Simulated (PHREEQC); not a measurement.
Model water analysis in mg/kgw, 55 °C, pH 3.83, pe 13:

| constituent | mg/kgw |
|---|---|
| Na | 2120 |
| K | 50.1 |
| Ca | 353 |
| Mg | 198 |
| Cl | 283 |
| S(6) as SO4 | 5710 |
| B | 4.56 |
| Cu(2) | 108 |
| Mn(2) | 37.7 |

Valence states are taken as typed.

Model: ion-association model, wateq4f.dat, run in PHREEQC.

No solid was allowed to form.

Q: Predict the ionic strength, charge-balance error.

A: ionic strength 0.150 mol/kgw; charge-balance error 3.0 %.

Q: In which forms is Ca present?

A: CaSO4 51 %, Ca+2 49 % of the Ca.

Species that the database lacks are ignored. Constants without temperature data keep their 25 °C values here.
